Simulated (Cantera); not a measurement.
Charge: 1 mol Pb, 13 mol N2, 2.3 mol CO, at 700 °C and 1.00 bar.

Method: chemical equilibrium by Gibbs-energy minimisation in Cantera with the NASA 1993 tables (ideal gas, pure condensed phases). Candidate condensed phases: C, Pb, PbO, PbO2, Pb3O4; 27 gas species. Kinetics and transport are ignored.

Base state: N2 0.862, CO 0.122, CO2 0.0150 (mole fractions); condensed: C(graphite) + Pb(l).

What changes in the equilibrium state with this change: N2 from 13 to 7 mol?


| species | before | after |
|---|---|---|
| N2 | 0.862 | 0.779 |
| CO | 0.122 | 0.186 |
| CO2 | 0.0150 | 0.0348 |
| C(graphite), mol | 0.227 | 0.313 |
| Pb(l), mol | 1.000 | 1.000 |
